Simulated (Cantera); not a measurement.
Charge: 1 mol Si₃N₄, 0.096 mol H₂O, 15 mol H₂, 0.3 mol O₂, held at 1.70 mbar.

Equilibrium computed with Cantera from the NASA thermochemical tables; the gas is ideal and each condensed phase is pure. Candidate condensed phases: H₂O, Si, SiO₂, Si₂N₂O, Si₃N₄; 35 gas species. The tables' values for SiN are old estimates; treat these amounts as uncertain. Gases not in the tables: Si₂H₆ and higher silanes. The numbers say what is thermodynamically allowed, not how fast it happens.

Q: At 1700 °C, list the 6 most abundant gas species with their mole fractions, and the condensed phases.

A: H₂ 0.805, N₂ 0.109, SiO 0.0378, H 0.0294, Si 0.0186, SiH 0.000497. Condensed: Si(l).
